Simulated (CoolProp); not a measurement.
Hydrogen sulfide at 556.58 K and 2.59 MPa is throttled through a valve to 1 MPa with no heat exchange. Each further row changes one setting.

The numbers come from the reference Helmholtz-energy equation of state, Lemmon 2006 in CoolProp. It is a short technical equation, of lower accuracy than the large ones.

| case | temperature change (K) | final density (kg/m³) |
|---|---|---|
| as stated | -7.0 | 7.53 |
| outlet pressure 0.3 MPa | -10.2 | 2.26 |
| outlet pressure 1.3 MPa | -5.7 | 9.80 |
